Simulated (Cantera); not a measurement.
A closed system holds: 1 mol CO₂, 0.52 mol H₂, 4.1 mol H₂O, held at 260000 Pa.

Method: chemical equilibrium by Gibbs-energy minimisation in Cantera with the NASA 1993 tables (ideal gas, pure condensed phases). Candidate condensed phases: C, C₆H₆, C₇H₈, C₈H₁₈, H₂O; 131 gas species. Ions and electrons are included (thermal ionisation). Equilibrium is a limit: real reactors are often held back by kinetics, nucleation or transport. All values below are at 4750 K.

Base state: H 0.545, O 0.304, CO 0.0700, OH 0.0346, H₂ 0.0337, O₂ 0.00938, H₂O 0.00283, CO₂ 0.000619 (mole fractions); condensed: gas only.

Q: What changes in the equilibrium state with this change: pressure from 260000 Pa to 133 Pa?

A: 
| species | before | after |
|---|---|---|
| H | 0.545 | 0.600 |
| O | 0.304 | 0.335 |
| CO | 0.0700 | 0.0614 |
| OH | 0.0346 | 2.15e-5 |
| H₂ | 0.0337 | 2.09e-5 |
| H₂O | 0.00283 | <1e-9 |
| C+ | <1e-9 | 3.44e-5 |
| CO₂ | 0.000619 | 3.07e-7 |
| O₂ | 0.00938 | 5.85e-6 |
| C | 2.29e-6 | 0.00355 |
